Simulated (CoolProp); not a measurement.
CH2F2 (R32) at several states: fugacity coefficient from the reference equation and from simpler models built on Tc = 351.3 K, pc = 5783 kPa, ω = 0.277; each cubic takes its own stable root.

The numbers come from the reference Helmholtz-energy equation of state, Tillner-Roth 1997 in CoolProp.

```csv
T (K),p (kPa),phase,reference,van der Waals,Redlich-Kwong
227.9,21700,liquid,0.009921,0.07830,0.02135
386.6,9390,supercritical,0.6054,0.6181,0.6153
230.8,13.9,gas,0.9954,0.9981,0.9974
207.3,12,gas,0.9937,0.9979,0.9970
210.5,40,gas,0.9802,0.9933,0.9904
200.7,5520,liquid,0.006282,0.08112,0.01475
```
